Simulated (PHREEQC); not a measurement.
Synthetic water in mmol/kgw, 25 °C, pH 6.82:

```
constituent           mmol/kgw
--------------------  --------
Na                         198
K                       0.0298
Ca                       0.123
Mg                        7.02
Cl                         169
S(6)                      17.9
Alkalinity (meq/kgw)     0.027
```

Valence states are taken as typed.

Computed with PHREEQC (Pitzer model, pitzer.dat).

The ionic strength is 0.234 mol/kgw and the activity of water is 0.994. The specific conductance comes out as 19900 µS/cm, the density comes out as 1.006 g/cm³ and the osmotic coefficient comes out as 0.900. The charge-balance error is 1.8 %.

```csv
species,molality,activity,log γ
Na+,0.198,0.145,-0.135
Cl-,0.169,0.119,-0.152
SO4-2,0.0179,0.00359,-0.698
Mg+2,0.00702,0.00191,-0.566
Ca+2,0.000123,3.05e-5,-0.606
K+,2.98e-5,2.12e-5,-0.148
```

No solid was allowed to form. Species that the database lacks are ignored.
